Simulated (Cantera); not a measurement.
A closed system holds: 1 mol trisilylamine, 0.71 mol NH₃, equilibrated at 1652 °C and 0.00110 bar.

Method: chemical equilibrium by Gibbs-energy minimisation in Cantera with the NASA 1993 tables (ideal gas, pure condensed phases). Candidate condensed phases: Si, Si₃N₄; 18 gas species. The feed counts by its element totals alone. The tables' values for SiN are old estimates; treat these amounts as uncertain. Gases not in the tables: Si₂H₆ and higher silanes. The numbers say what is thermodynamically allowed, not how fast it happens.

Base state: H₂ 0.828, N₂ 0.129, H 0.0262, Si 0.0158, SiH 0.000389, Si₂ 0.000136, Si₂N 8.35e-5, SiN 5.91e-5 (mole fractions); condensed: Si(l).

### Question
What changes in the equilibrium state with this change: pressure from 0.00110 bar to 0.900 bar?

### Answer
| species | before | after |
|---|---|---|
| H₂ | 0.828 | 0.933 |
| N₂ | 0.129 | 0.0656 |
| H | 0.0262 | 0.000974 |
| Si | 0.0158 | 1.93e-5 |
| SiH₂ | 5.64e-5 | 6.36e-5 |
| Si₃ | 3.02e-5 | 3.70e-8 |
| Si₂ | 0.000136 | 1.66e-7 |
| Si₂N | 8.35e-5 | 2.08e-6 |
| Si(l), mol | 2.89 | 2.30 |
| Si₃N₄(s), mol | 0 | 0.232 |
Mutual solubility and eutectic melting of coexisting phases are not modelled.

### Question
What changes in the equilibrium state with this change: 0.12 mol H₂O added?

### Answer
```
species       before     after
----------  --------  --------
H₂             0.828     0.815
N₂             0.129     0.125
H             0.0262    0.0260
SiO                0    0.0175
Si            0.0158    0.0158
SiN          5.91e-5   5.81e-5
Si₂N         8.35e-5   8.19e-5
SiH₂         5.64e-5   5.56e-5
SiH         0.000389  0.000386
Si(l), mol      2.89      2.76
```
Further candidate phases: H₂O, SiO₂, Si₂N₂O.

### Question
What changes in the equilibrium state with this change: pressure from 0.00110 bar to 0.510 bar?

### Answer
```
species          before    after
-------------  --------  -------
H₂                0.828    0.883
N₂                0.129    0.116
H                0.0262  0.00126
Si               0.0158  3.41e-5
SiH₂            5.64e-5  6.02e-5
Si₃             3.02e-5  6.52e-8
Si₂            0.000136  2.93e-7
Si(l), mol         2.89     2.81
Si₃N₄(s), mol         0   0.0629
```
Mutual solubility and eutectic melting of coexisting phases are not modelled.
